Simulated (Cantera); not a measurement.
An adiabatic, constant-volume homogeneous reactor starts with 12.7 % CO, 0.738 % H2, 2.55 % CH4, 13.9 % O2, 52.3 % N2, 17.8 % CO2, at 1125 K and 1.01 bar.

Computed with Cantera and GRI-Mech 3.0 (53 species, 325 reactions).

### Question
Predict: time of steepest temperature rise; temperature at 0.200 s; equilibrium temperature; x(CO) at 0.200 s; x(H2) at 0.200 s; x(NO) at 0.200 s; x(H2O) at 0.200 s.

### Answer
```
Property                                                             Value
---------------------------------  ---------------------------------------
time of steepest temperature rise                                  4.31 ms
temperature at 0.200 s                                              2474 K
equilibrium temperature                                             2474 K
x(CO) at 0.200 s                     0.0369 (gas-phase equilibrium 0.0369)
x(H2) at 0.200 s                   0.00111 (gas-phase equilibrium 0.00111)
x(NO) at 0.200 s                   0.00746 (gas-phase equilibrium 0.00746)
x(H2O) at 0.200 s                    0.0571 (gas-phase equilibrium 0.0571)
```
